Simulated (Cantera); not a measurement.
## Reactions in the system Cr-H-O

Source: NASA polynomial tables (part measured, part estimated), evaluated in Cantera. Values are per mole of reaction as written; species without (g) are pure solids or liquids, kept so even where they would boil at 1 bar.

2 CrO₃(g) + 3 H₂(g) → 2 Cr + 6 OH(g)

```csv
T (K),ΔH° (kJ),ΔS° (J/K),ΔG° (kJ),log10 K,condensed phases
1798,837.1,240.7,404.4,-11.75,Cr(s)
1948,843.1,243.8,368.1,-9.87,Cr(s)
2098,850.1,247.3,331.3,-8.25,Cr(s)
2248,895.3,268.5,291.7,-6.78,Cr(l)
2398,898.5,269.9,251.3,-5.47,Cr(l)
```
